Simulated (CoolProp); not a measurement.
A simple Rankine cycle with R124: condensing at 298.15 K, boiler at 1.21 MPa, turbine inlet 356.2 K, turbine efficiency 0.8, pump efficiency 0.6, no recuperator. Each further row changes one setting.

The numbers come from the reference Helmholtz-energy equation of state, de Vries 1995 in CoolProp.

```json
[
 {"case": "as stated", "thermal efficiency (%)": "8.4", "net work (kJ/kg)": "15.3", "heat in (kJ/kg)": "182", "turbine exit temperature (K)": "___", "volume ratio over the turbine": "3.29"},
 {"case": "turbine inlet 376.2 K", "thermal efficiency (%)": "8.4", "net work (kJ/kg)": "16.9", "heat in (kJ/kg)": "___", "turbine exit temperature (K)": "344.2", "volume ratio over the turbine": "3.21"},
 {"case": "condensing temperature 290.15 K", "thermal efficiency (%)": "___", "net work (kJ/kg)": "18.9", "heat in (kJ/kg)": "191", "turbine exit temperature (K)": "316.8", "volume ratio over the turbine": "4.22"},
 {"case": "boiler pressure 0.847 MPa", "thermal efficiency (%)": "___", "net work (kJ/kg)": "11.4", "heat in (kJ/kg)": "___", "turbine exit temperature (K)": "334.8", "volume ratio over the turbine": "2.22"},
 {"case": "turbine efficiency 0.7", "thermal efficiency (%)": "7.3", "net work (kJ/kg)": "13.3", "heat in (kJ/kg)": "182", "turbine exit temperature (K)": "325.5", "volume ratio over the turbine": "___"}
]
```

Task: Some entries are withheld; supply them.

Result: 
- as stated, turbine exit temperature (K): 322.9
- turbine inlet 376.2 K, heat in (kJ/kg): 201
- condensing temperature 290.15 K, thermal efficiency (%): 9.9
- boiler pressure 0.847 MPa, thermal efficiency (%): 6.1
- boiler pressure 0.847 MPa, heat in (kJ/kg): 188
- turbine efficiency 0.7, volume ratio over the turbine: 3.32
